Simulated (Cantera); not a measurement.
A closed system holds: 1 mol TiCl₄, 3.2 mol O₂, held at 625 K and 6.83 Torr.

These are equilibrium values from Cantera (NASA tables, ideal gas, pure condensed phases), not measurements of a reactor. Candidate condensed phases: Ti, TiCl₂, TiCl₃, TiCl₄, TiO, TiO₂, Ti₂O₃, Ti₃O₅, Ti₄O₇; 15 gas species. Condensed phases not in the tables: TiOCl. Rates play no part.

Base state: O₂ 0.524, Cl₂ 0.476 (mole fractions); condensed: TiO₂(rutile).

**Question.** What changes in the equilibrium state with this change: temperature from 625 K to 1148.15 K?

**Answer.** 
```csv
species,before,after
O₂,0.524,0.519
Cl₂,0.476,0.462
Cl,3.79e-7,0.0191
ClO,7.91e-9,5.74e-5
"TiO₂(rutile), mol",1.00,1.000
```
